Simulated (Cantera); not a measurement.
A Cantera script and what it prints.

```python
import numpy as np
import cantera as ct

gas_names = """
    H HO2 H2 H2O H2O2 O OH O2 O3 Si SiH SiH2 SiH3 SiH4 SiO SiO2 Si2 Si3
""".split()
cond_names = """
    H2O(s) H2O(L) Si(cr) Si(L) SiO2(Lqz) SiO2(hqz) SiO2(L)
""".split()


# ... load() reads the species with a 1 bar reference pressure and builds the phases ...
atoms = {
    'SiH4': {'Si': 1, 'H': 4},
    'H2O': {'H': 2, 'O': 1},
    'H2': {'H': 2},
}
top_T = {}  # K; cautious upper limits of use, not melting points


# ... equilibrate(T, P, feed) seeds the gas with the atoms and calls Mixture.equilibrate('TP', solver="vcs", rtol=1e-11, max_steps=5000) ...
results = []
feed = {'SiH4': 1, 'H2O': 0.89, 'H2': 2.2}  # mol
P = 4700  # Pa
for T in [823, 923, 1023, 1123, 1223, 1323, 1423, 1523]:
    mix = equilibrate(T, P, feed)
    results.append((T, P, feed, dict(zip(mix.species_names, mix.species_moles))))

top = {s: max(r[3][s] / sum(r[3][g] for g in gas_names) for r in results) for s in gas_names}
cols = sorted((s for s in top if top[s] > 1e-05), key=lambda s: -top[s])[:9]
seen = [c for c in cond_names if any(r[3].get(c, 0) > 1e-12 for r in results)]
print("log10 of partial pressures in bar; condensed amounts in mol")
print(f"{'T/K':>10s}" + "".join(f"{s[:9]:>10s}" for s in cols + seen))
for T, P, feed, n in results:
    ng = sum(n[g] for g in gas_names)
    print(f"{T:10.4g}" + "".join(f"{np.log10(max(n[s] / ng * P / 1e5, 1e-99)):10.3f}" for s in cols)
          + "".join(f"{n.get(c, 0):10.4g}" for c in seen))
```

Result:

```
log10 of partial pressures in bar; condensed amounts in mol
       T/K        H2       SiO         H    Si(cr) SiO2(Lqz) SiO2(hqz)
       823    -1.328   -13.198   -11.799     0.555     0.445         0
       923    -1.328   -10.799   -10.275     0.555         0     0.445
      1023    -1.328    -8.876    -9.047     0.555         0     0.445
      1123    -1.328    -7.301    -8.035     0.555         0     0.445
      1223    -1.328    -5.988    -7.186    0.5549         0    0.4449
      1323    -1.328    -4.879    -6.464    0.5543         0    0.4443
      1423    -1.329    -3.928    -5.842    0.5486         0    0.4386
      1523    -1.335    -3.107    -5.304    0.5119         0    0.4019
```

These are equilibrium values from Cantera (NASA tables, ideal gas, pure condensed phases), not measurements of a reactor. Mutual solubility and eutectic melting of coexisting phases are not modelled. The tables hold silica as quartz up to 1696 K and as liquid above; real silica turns to tridymite and cristobalite and melts near 1996 K.
